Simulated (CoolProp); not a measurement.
C3F8 (R218) at 269.53 K and 0.623 MPa is throttled through a valve to 0.305 MPa with no heat exchange. Each further row changes one setting.

Values from CoolProp's reference Helmholtz-energy equation of state, Lemmon 2006. It is a short technical equation, of lower accuracy than the large ones.

```tsv
case	temperature change (K)	final phase	final density (kg/m³)
as stated	-5.5	two-phase, vapour fraction 0.062	367
outlet pressure 0.0915 MPa	-35.4	two-phase, vapour fraction 0.339	27.1
outlet pressure 0.397 MPa	+0.0	liquid	1470
```
